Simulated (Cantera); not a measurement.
## Stirred combustor or abatement burner

A perfectly stirred reactor is fed with C3H8 : O2 : N2 = 1 : 7.14 : 26.9 (molar parts), equivalence ratio 0.70, at 101000 Pa; it is adiabatic with a 425 K inlet, and is followed from long to short residence time, starting on the burning branch (τ in s: 0.041, 0.021, 0.01, 0.0052, 0.0026, 0.0013, 0.00066, 0.00033, 0.00016, 8.3e-05, 4.1e-05, 2.1e-05, 1e-05).

Model: GRI-Mech 3.0 (53 species, 325 reactions), integrated in Cantera. GRI-Mech 3.0 was tuned for natural gas; its chemistry of propane as a main component is partial and can be far from experiment.

```tsv
τ (s)	T (K)	x C3H8	x O2	x CH2CO	x CH2O	x HCO	x HCN	x N2O
0.041	1955	8.77e-7	0.0594	1.55e-6	9.45e-7	4.04e-8	2.26e-8	4.34e-7
0.021	1945	1.45e-6	0.0596	2.55e-6	1.57e-6	8.32e-8	2.46e-8	4.66e-7
0.010	1928	2.48e-6	0.0600	4.28e-6	2.76e-6	1.86e-7	2.81e-8	4.64e-7
0.0052	1907	3.93e-6	0.0606	6.61e-6	4.53e-6	3.76e-7	3.39e-8	4.36e-7
0.0026	1879	6.43e-6	0.0614	1.03e-5	7.72e-6	7.89e-7	4.50e-8	3.93e-7
0.0013	1843	1.07e-5	0.0626	1.58e-5	1.33e-5	1.63e-6	6.40e-8	3.47e-7
0.00066	1799	1.85e-5	0.0644	2.44e-5	2.32e-5	3.28e-6	9.42e-8	3.04e-7
0.00033	1744	3.50e-5	0.0672	4.02e-5	4.30e-5	6.65e-6	1.45e-7	2.64e-7
0.00016	1664	8.26e-5	0.0729	7.99e-5	9.25e-5	1.41e-5	2.40e-7	2.14e-7
8.3e-5	425	0.0285	0.204	<1e-12	<1e-12	<1e-12	<1e-12	<1e-12
4.1e-5	425	0.0285	0.204	<1e-12	<1e-12	<1e-12	<1e-12	<1e-12
2.1e-5	425	0.0285	0.204	<1e-12	<1e-12	<1e-12	<1e-12	<1e-12
1.0e-5	425	0.0285	0.204	<1e-12	<1e-12	<1e-12	<1e-12	<1e-12
```
x: mole fraction; the columns are a selection and need not sum to one.
